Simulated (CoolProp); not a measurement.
Computed with CoolProp (reference Helmholtz-energy equation of state, Lemmon 2006). It is a short technical equation, of lower accuracy than the large ones.

**Question.** For isohexane, give the phase and the Joule-Thomson coefficient (K/MPa) at 523 K and 0.00481 MPa; 523 K and 0.138 MPa; 523 K and 0.223 MPa.

**Answer.** 
- 523 K and 0.00481 MPa: gas; Joule-Thomson coefficient 6.32
- 523 K and 0.138 MPa: gas; Joule-Thomson coefficient 6.45
- 523 K and 0.223 MPa: gas; Joule-Thomson coefficient 6.54
